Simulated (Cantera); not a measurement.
Cantera run:

```python
import numpy as np
import cantera as ct

gas_names = """
    CL CL2 H HCL H2 N NH NH2 NH3 N2 N2H2 N2H4 Si SiCL SiCL2 SiCL3 SiCL4 SiH SiHCL3 SiH2 SiH2CL2 SiH3
    SiH3CL SiH4 SiN Si2 Si2N Si3
""".split()
cond_names = """
    NH4CL(a) NH4CL(b) Si(cr) Si(L) Si3N4(a)
""".split()


# ... load() reads the species with a 1 bar reference pressure and builds the phases ...
atoms = {
    'Si3N4': {'Si': 3, 'N': 4},
    'Cl2': {'CL': 2},
    'H2': {'H': 2},
}
top_T = {'Si3N4(a)': 2400}  # K; cautious upper limits of use, not melting points


# ... equilibrate(T, P, feed) seeds the gas with the atoms and calls Mixture.equilibrate('TP', solver="vcs", rtol=1e-11, max_steps=5000) ...
results = []
feed = {'Si3N4': 1, 'Cl2': 2.4, 'H2': 13}  # mol
T = 1900  # K
P = 59  # Pa
mix = equilibrate(T, P, feed)
results.append((T, P, feed, dict(zip(mix.species_names, mix.species_moles))))
x = sorted(zip(gas.X, gas.species_names), reverse=True)
print(f"T = {T:g} K  P = {P:g} Pa  gas = {mix.phase_moles(0):.4g} mol")
print("   x: " + "  ".join(f"{s} {v:.3e}" for v, s in x if v > 1e-06))
print("   condensed (mol): " + ("  ".join(f"{mix.phase(i).name} {mix.phase_moles(i):.4g}"
      for i in range(1, mix.n_phases) if mix.phase_moles(i) > 1e-12) or "none"))
```

Result:

```
T = 1900 K  P = 59 Pa  gas = 18.1 mol
   x: H2 6.423e-01  HCL 1.251e-01  N2 1.104e-01  SiCL2 6.596e-02  H 2.618e-02  Si 2.137e-02  SiCL 3.999e-03  CL 3.849e-03  SiH 3.611e-04  Si2 1.717e-04  Si2N 8.355e-05  SiCL3 8.337e-05  SiN 5.774e-05  Si3 3.874e-05  SiH2 3.745e-05
   condensed (mol): Si(L) 1.325
```

Method: chemical equilibrium by Gibbs-energy minimisation in Cantera with the NASA 1993 tables (ideal gas, pure condensed phases). The tables' values for SiCl, SiCl3, SiN are old estimates; treat these amounts as uncertain. Gases not in the tables: Si2H6 and higher silanes.
